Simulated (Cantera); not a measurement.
A Cantera script and what it prints.

```python
import numpy as np
import cantera as ct

gas_names = [...]  # 87 gases of nasa_gas.yaml made of C, H, Si
cond_names = """
    C(gr) C6H6(L) C7H8(L) C8H18(L),n-octa Si(cr) Si(L) SiC(b)
""".split()


# ... load() reads the species with a 1 bar reference pressure and builds the phases ...
atoms = {
    'SiH4': {'Si': 1, 'H': 4},
    'C2H4': {'C': 2, 'H': 4},
    'H2': {'H': 2},
}
top_T = {'C(gr)': 4500, 'SiC(b)': 3050}  # K; cautious upper limits of use, not melting points


# ... equilibrate(T, P, feed) seeds the gas with the atoms and calls Mixture.equilibrate('TP', solver="vcs", rtol=1e-11, max_steps=5000) ...
results = []
feed = {'SiH4': 1, 'C2H4': 0.29, 'H2': 1.3}  # mol
P = 120  # Pa
for T in [1448, 1523, 1598, 1673, 1748, 1823, 1898, 1973, 2048, 2123, 2198, 2273, 2348]:
    mix = equilibrate(T, P, feed)
    results.append((T, P, feed, dict(zip(mix.species_names, mix.species_moles))))
    x = sorted(zip(gas.X, gas.species_names), reverse=True)
    print(f"T = {T:g} K  P = {P:g} Pa  gas = {mix.phase_moles(0):.4g} mol")
    print("   x: " + "  ".join(f"{s} {v:.3e}" for v, s in x if v > 1e-06))
    print("   condensed (mol): " + ("  ".join(f"{mix.phase(i).name} {mix.phase_moles(i):.4g}"
          for i in range(1, mix.n_phases) if mix.phase_moles(i) > 1e-12) or "none"))
```

Output:

```
T = 1448 K  P = 120 Pa  gas = 3.881 mol
   x: H2 9.997e-01  H 2.660e-04  Si 2.437e-06
   condensed (mol): Si(cr) 0.42  SiC(b) 0.58
T = 1523 K  P = 120 Pa  gas = 3.881 mol
   x: H2 9.993e-01  H 6.670e-04  Si 1.502e-05  SiH2 2.004e-06  SiH 1.520e-06
   condensed (mol): Si(cr) 0.4199  SiC(b) 0.58
T = 1598 K  P = 120 Pa  gas = 3.883 mol
   x: H2 9.984e-01  H 1.535e-03  Si 7.793e-05  SiH 5.920e-06  SiH2 4.886e-06
   condensed (mol): Si(cr) 0.4197  SiC(b) 0.58
T = 1673 K  P = 120 Pa  gas = 3.888 mol
   x: H2 9.963e-01  H 3.281e-03  Si 3.481e-04  SiH 2.035e-05  SiH2 1.097e-05  Si2C 1.781e-06  Si2 1.340e-06
   condensed (mol): Si(cr) 0.4185  SiC(b) 0.58
T = 1748 K  P = 120 Pa  gas = 3.898 mol
   x: H2 9.921e-01  H 6.570e-03  Si 1.213e-03  SiH 5.570e-05  SiH2 2.036e-05  Si2C 9.685e-06  Si2 6.233e-06  Si3 1.527e-06
   condensed (mol): Si(L) 0.4149  SiC(b) 0.58
T = 1823 K  P = 120 Pa  gas = 3.919 mol
   x: H2 9.837e-01  H 1.240e-02  Si 3.684e-03  SiH 1.352e-04  Si2C 4.414e-05  SiH2 3.455e-05  Si2 2.384e-05  Si3 5.602e-06
   condensed (mol): Si(L) 0.4045  SiC(b) 0.5798
T = 1898 K  P = 120 Pa  gas = 3.966 mol
   x: H2 9.669e-01  H 2.219e-02  Si 1.024e-02  SiH 3.042e-04  Si2C 1.778e-04  Si2 8.182e-05  SiH2 5.568e-05  Si3 1.847e-05
   condensed (mol): Si(L) 0.3764  SiC(b) 0.5793
T = 1973 K  P = 120 Pa  gas = 4.069 mol
   x: H2 9.344e-01  H 3.765e-02  Si 2.629e-02  Si2C 6.420e-04  SiH 6.369e-04  Si2 2.552e-04  SiH2 8.490e-05  Si3 5.545e-05  SiC2 2.352e-06  C2H2,acetylene 1.470e-06
   condensed (mol): Si(L) 0.3047  SiC(b) 0.5774
T = 2048 K  P = 120 Pa  gas = 4.296 mol
   x: H2 8.723e-01  Si 6.297e-02  H 6.037e-02  Si2C 2.103e-03  SiH 1.238e-03  Si2 7.307e-04  Si3 1.531e-04  SiH2 1.209e-04  SiC2 1.379e-05  C2H2,acetylene 3.888e-06
   condensed (mol): Si(L) 0.1264  SiC(b) 0.5708
T = 2123 K  P = 120 Pa  gas = 4.504 mol
   x: H2 8.139e-01  H 9.343e-02  Si 8.636e-02  Si2C 3.851e-03  SiH 1.395e-03  Si2 7.206e-04  SiC2 1.166e-04  SiH2 1.018e-04  Si3 8.882e-05  C2H2,acetylene 2.568e-05
   condensed (mol): SiC(b) 0.5614
T = 2198 K  P = 120 Pa  gas = 4.634 mol
   x: H2 7.660e-01  H 1.407e-01  Si 8.532e-02  Si2C 4.971e-03  SiC2 1.155e-03  SiH 1.149e-03  Si2 3.853e-04  C2H2,acetylene 2.755e-04  SiH2 6.405e-05  Si3 2.132e-05  SiC 2.550e-06  C2H 1.743e-06
   condensed (mol): SiC(b) 0.5437
T = 2273 K  P = 120 Pa  gas = 4.899 mol
   x: H2 6.887e-01  H 2.012e-01  Si 9.073e-02  SiC2 9.108e-03  Si2C 6.774e-03  C2H2,acetylene 2.075e-03  SiH 1.006e-03  Si2 2.483e-04  SiH2 4.255e-05  C2H 2.555e-05  SiC 1.040e-05  Si3 6.997e-06  C3 6.008e-06  C 3.996e-06  C4H2 2.556e-06
   condensed (mol): SiC(b) 0.4368
T = 2348 K  P = 120 Pa  gas = 5.566 mol
   x: H2 5.599e-01  H 2.667e-01  Si 1.371e-01  SiC2 2.226e-02  Si2C 9.167e-03  C2H2,acetylene 3.060e-03  SiH 1.200e-03  Si2 3.349e-04  C2H 7.416e-05  SiH2 3.718e-05  C3 3.321e-05  SiC 2.754e-05  C 1.497e-05  Si3 7.153e-06  C4H2 6.863e-06  C2 2.976e-06  C2H2,vinylidene 1.377e-06
   condensed (mol): C(gr) 0.2453
```

Equilibrium computed with Cantera from the NASA thermochemical tables; the gas is ideal and each condensed phase is pure. Mutual solubility and eutectic melting of coexisting phases are not modelled. Gases not in the tables: Si2H6 and higher silanes.
